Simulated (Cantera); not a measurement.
A perfectly stirred reactor is fed with 84.7 % NO, 15.3 % N₂, at 27.0 Torr; it is held at 2048 K, and followed from long to short residence time.

Computed with Cantera and GRI-Mech 3.0 (53 species, 325 reactions). Radical loss at walls, strong at low pressure, is not modelled.

Question: Predict: x(NO) at τ = 0.960 s; x(N₂) at τ = 0.960 s; x(O) at τ = 0.960 s; x(O₂) at τ = 0.960 s; x(N₂O) at τ = 0.960 s; x(NO) at τ = 10.0 ms; x(N₂) at τ = 10.0 ms; x(O) at τ = 10.0 ms; x(O₂) at τ = 10.0 ms; x(N₂O) at τ = 10.0 ms.

Answer: 
* **x(NO) at τ = 0.960 s**: 0.660
* **x(N₂) at τ = 0.960 s**: 0.246
* **x(O) at τ = 0.960 s**: 0.00173
* **x(O₂) at τ = 0.960 s**: 0.0922
* **x(N₂O) at τ = 0.960 s**: 0.000132
* **x(NO) at τ = 10.0 ms**: 0.846
* **x(N₂) at τ = 10.0 ms**: 0.153
* **x(O) at τ = 10.0 ms**: 0.000397
* **x(O₂) at τ = 10.0 ms**: 0.000334
* **x(N₂O) at τ = 10.0 ms**: 0.000177
